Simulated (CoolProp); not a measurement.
A single-stage vapour-compression cycle with propane: evaporating at 215.15 K (dew point), condensing at 248.15 K (bubble point), superheat 0 K, subcooling 5 K, compressor efficiency 0.8, no pressure losses. Each further row changes one setting.

The numbers come from the reference Helmholtz-energy equation of state, Lemmon 2009 in CoolProp.

```tsv
case	cooling COP	pressure ratio	discharge temperature (K)	refrigerating effect (kJ/kg)	volumetric capacity (kJ/m³)
as stated	4.78	4.29	273.3	379	453
evaporating temperature 220.15 K	5.87	3.33	268.6	385	581
condensing temperature 243.15 K	5.74	3.54	265.4	390	466
subcooling 10 K	4.93	4.29	273.3	390	466
superheat 10 K	4.73	4.29	284.0	393	447
compressor efficiency 0.7	4.18	4.29	280.3	379	453
```
